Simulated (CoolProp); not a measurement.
The numbers come from the reference Helmholtz-energy equation of state, Thol 2017 in CoolProp.

Question: Give the vapour pressure (MPa), liquid density (kg/m³), vapour Z, surface tension (mN/m) of saturated decamethyltetrasiloxane (MD2M) at 502.7, 514.2 K.

Answer: 
```tsv
T (K)	p (MPa)	liquid density (kg/m³)	vapour Z	surface tension (mN/m)
502.7	0.221	619	0.867	3.48
514.2	0.277	602	0.842	2.91
```

Surface tension comes from a separate correlation (Mulero 2014), older than this fluid's equation and unchecked against measurements.
